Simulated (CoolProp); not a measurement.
Saturation properties of CF4 (R14).

The numbers come from the reference Helmholtz-energy equation of state, Platzer 1990 in CoolProp. This equation is an older, rougher fit; its heat capacities, sound speeds and derivatives of the liquid may be far off and weren't checked against measurements.

| T (K) | p (bar) | liquid density (kg/m³) | vapour density (kg/m³) | vapour viscosity (µPa s) |
|---|---|---|---|---|
| 158.6 | 2.394 | 1529 | 17.12 | … |
| 162.7 | 3.013 | 1505 | 21.29 | … |
| 166.9 | 3.766 | 1480 | … | 10.4 |
| 171 | 4.628 | 1455 | 32.14 | 10.7 |
| 175.2 | 5.657 | 1428 | 39.10 | 11.1 |
| 179.3 | 6.815 | 1401 | 47.03 | 11.4 |
| 183.4 | 8.141 | 1373 | 56.25 | 11.8 |
| 187.6 | 9.688 | … | 67.26 | 12.2 |
| 191.7 | 11.40 | 1312 | 79.79 | 12.7 |

Question: Some entries are withheld; supply them.

Answer: 
- 158.6, vapour viscosity (µPa s): 9.70
- 162.7, vapour viscosity (µPa s): 10.0
- 166.9, vapour density (kg/m³): 26.34
- 187.6, liquid density (kg/m³): 1343

It boils at 145.1 K under 1 atm.

Viscosity comes from a separate model (Huber 2003), an estimate that may be off by 10 % or more.
